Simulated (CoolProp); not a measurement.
Vapour pressure (MPa) of octamethylcyclotetrasiloxane (D4): the reference equation beside estimates from Tc = 586.5 K, pc = 1.347 MPa, ω = 0.598.

The numbers come from the reference Helmholtz-energy equation of state, Thol 2015 in CoolProp.

```
T (K)  reference  Redlich-Kwong  Soave-Redlich-Kwong
-----  ---------  -------------  -------------------
398      0.02237        0.09014              0.02242
406      0.02932         0.1072              0.02935
414.1    0.03802         0.1266              0.03805
422.1    0.04853         0.1482              0.04857
430.2    0.06139         0.1727              0.06147
438.2    0.07659         0.1995              0.07677
446.3    0.09483         0.2295              0.09519
454.3     0.1160         0.2622               0.1166
462.4     0.1410         0.2984               0.1420
470.4     0.1696         0.3374               0.1712
478.5     0.2029         0.3803               0.2052
486.5     0.2405         0.4263               0.2437
494.6     0.2838         0.4765               0.2882
502.6     0.3322         0.5299               0.3380
```

Absolute difference from the reference over all 14 rows, mean and median: Redlich-Kwong 151.4 and 134.0 %, Soave-Redlich-Kwong 0.7 and 0.4 %.
